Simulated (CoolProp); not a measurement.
Vapour-liquid equilibrium of octamethyltrisiloxane (MDM) (1) + octamethylcyclotetrasiloxane (D4) (2) at 519.5 K; x and y are mole fractions of (1).

The numbers come from the multi-fluid Helmholtz-energy mixture model, Thol 2017 and Thol 2015; pair parameters Bell 2016 in CoolProp.

### Question
Give the bubble pressure and the first vapour's composition at x = 0.05, 0.15, 0.55. Is there an azeotrope?

### Answer
x = 0.05: 0.4682 MPa, y = 0.069; x = 0.15: 0.4935 MPa, y = 0.196; x = 0.55: 0.5896 MPa, y = 0.618. No azeotrope shows between x = 0.05 and 0.95.

The pair parameters rest on a limited set of measurements; away from them the model extrapolates.
